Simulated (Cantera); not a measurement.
Cantera run, input and output.

```python
import numpy as np
import cantera as ct

gas = ct.Solution("gri30.yaml")
gas.TPX = 1598, 1100000, {'CH3OH': 1, 'O2': 3.57, 'N2': 13.4}
reactor = ct.IdealGasConstPressureReactor(gas, energy="on", clone=False)
net = ct.ReactorNet([reactor])
net.rtol, net.atol = 1e-08, 1e-16
show = ['CH3OH', 'O2', 'C2H2', 'C2H6', 'HCN', 'C2H4']
times = np.geomspace(8e-06, 0.3, 10)

steps = ct.SolutionArray(gas, extra=["t"])
rows = []
print(f"{'t/s':>10s}{'T/K':>9s}{'P/Pa':>11s}" + "".join(f"{s:>11s}" for s in show))
for t in times:
    while net.time < t:
        t_next = net.step()
        steps.append(gas.state, t=t_next)
    rows.append([np.interp(t, steps.t, y) for y in (steps.T, steps.P, *steps(*show).X.T)])
    print(f"{t:10.3e}{rows[-1][0]:9.1f}{rows[-1][1]:11.4g}" + "".join(f"{x:11.3e}" for x in rows[-1][2:]))
rate = np.gradient(steps.T, steps.t)
print("integrator steps:", len(steps.t))
if steps.T.max() > steps.T[0] + 200:
    print(f"time of steepest temperature rise: {steps.t[rate.argmax()]:.4e} s")
gas.TPX = 1598, 1100000, {'CH3OH': 1, 'O2': 3.57, 'N2': 13.4}
gas.equilibrate("HP")
print(f"equilibrium (HP): T = {gas.T:.1f} K  " + "  ".join(f"{s} {gas[s].X[0]:.3e}" for s in show))
```

Output:

```
       t/s      T/K       P/Pa      CH3OH         O2       C2H2       C2H6        HCN       C2H4
 8.000e-06   1607.2    1.1e+06  5.051e-02  1.954e-01  4.110e-10  4.407e-07  4.166e-12  1.169e-07
 2.578e-05   2429.0    1.1e+06  7.350e-18  1.112e-01  3.673e-21  2.198e-32  6.120e-12  3.057e-26
 8.309e-05   2480.4    1.1e+06  8.305e-19  1.104e-01  3.468e-23  4.696e-35  1.700e-12  1.262e-28
 2.678e-04   2479.5    1.1e+06  8.198e-19  1.101e-01  2.187e-23  3.550e-35  1.771e-12  8.665e-29
 8.630e-04   2476.5    1.1e+06  7.972e-19  1.093e-01  2.056e-23  3.345e-35  1.966e-12  8.164e-29
 2.781e-03   2468.9    1.1e+06  7.415e-19  1.074e-01  1.747e-23  2.861e-35  2.335e-12  6.979e-29
 8.963e-03   2457.7    1.1e+06  6.667e-19  1.045e-01  1.367e-23  2.261e-35  2.626e-12  5.512e-29
 2.888e-02   2454.0    1.1e+06  6.431e-19  1.035e-01  1.257e-23  2.085e-35  2.676e-12  5.085e-29
 9.309e-02   2453.9    1.1e+06  6.428e-19  1.035e-01  1.255e-23  2.083e-35  2.676e-12  5.080e-29
 3.000e-01   2453.9    1.1e+06  6.428e-19  1.035e-01  1.255e-23  2.083e-35  2.676e-12  5.080e-29
integrator steps: 1661
time of steepest temperature rise: 1.7424e-05 s
equilibrium (HP): T = 2453.9 K  CH3OH 6.707e-19  O2 1.035e-01  C2H2 1.477e-23  C2H6 3.580e-35  HCN 2.676e-12  C2H4 6.482e-29
```

Cantera simulation using GRI-Mech 3.0 (53 species, 325 reactions); the numbers are that mechanism's predictions, not measurements. GRI-Mech 3.0 was tuned for natural gas; its chemistry of methanol as a main component is partial and can be far from experiment.
